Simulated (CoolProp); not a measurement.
Saturation properties of R1336mzz(E) (Tc = 130.4 °C, pc = 27.79 bar, ω = 0.413).

Model: reference Helmholtz-energy equation of state, Akasaka 2023, in CoolProp.

```tsv
T (°C)	p (bar)	liquid density (kg/m³)	vapour density (kg/m³)	enthalpy of vaporisation (kJ/kg)	liquid cp (kJ/(kg K))
-28.25	0.1781	1471	1.454	171.2	1.193
-19.55	0.2866	1449	2.273	167.0	1.199
-10.85	0.4434	1426	3.427	162.8	1.205
-2.15	0.6626	1403	5.004	158.5	1.213
6.45	0.9562	1380	7.080	154.2	1.221
15.15	1.349	1355	9.823	149.7	1.231
23.85	1.857	1329	___	145.1	___
32.55	2.503	1302	17.82	140.2	1.255
41.25	___	___	23.44	135.1	1.270
49.95	4.297	1243	30.43	129.7	1.288
58.65	5.496	1211	39.11	123.9	1.309
67.25	6.914	1176	49.71	___	1.336
```

Task: Fill in the missing entries.

Result: 
- 23.85, vapour density (kg/m³): 13.35
- 23.85, liquid cp (kJ/(kg K)): 1.242
- 41.25, p (bar): 3.308
- 41.25, liquid density (kg/m³): 1273
- 67.25, enthalpy of vaporisation (kJ/kg): 117.7

It boils at 7.9 °C under 1 atm.
